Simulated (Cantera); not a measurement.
**Thermodynamics of chlorosilane synthesis and conversion, feed Si + H₂ + HCl**

Charge: 1 mol Si, 0.39 mol H₂, 0.91 mol HCl, at 1 atm.

These are equilibrium values from Cantera (NASA tables, ideal gas, pure condensed phases), not measurements of a reactor. Candidate condensed phases: Si; 19 gas species. The tables' values for SiCl₃ are old estimates; treat these amounts as uncertain. Rates play no part.

From 1073 K to 1273 K the condensed part is Si(s). The main Si-bearing gas is SiCl₄ throughout.

```tsv
T (K)	x H₂	x SiCl₄	x SiHCl₃	x HCl	x SiCl₃	x SiCl₂	x SiH₂Cl₂	x SiH₃Cl	n Si(s)
1073	0.750	0.154	0.0682	0.0207	0.00326	0.00111	0.00354	4.82e-5	0.757
1098	0.747	0.152	0.0671	0.0246	0.00422	0.00165	0.00354	4.96e-5	0.757
1123	0.743	0.150	0.0659	0.0291	0.00539	0.00240	0.00354	5.08e-5	0.758
1148	0.740	0.148	0.0645	0.0340	0.00678	0.00343	0.00353	5.20e-5	0.759
1173	0.736	0.145	0.0631	0.0395	0.00842	0.00482	0.00351	5.29e-5	0.759
1198	0.731	0.142	0.0614	0.0454	0.0103	0.00665	0.00347	5.37e-5	0.760
1223	0.726	0.138	0.0596	0.0519	0.0125	0.00903	0.00343	5.43e-5	0.760
1248	0.720	0.134	0.0576	0.0588	0.0149	0.0121	0.00337	5.48e-5	0.760
1273	0.713	0.128	0.0553	0.0662	0.0176	0.0159	0.00330	5.49e-5	0.760
```
x: gas mole fraction; n: condensed amount in mol.
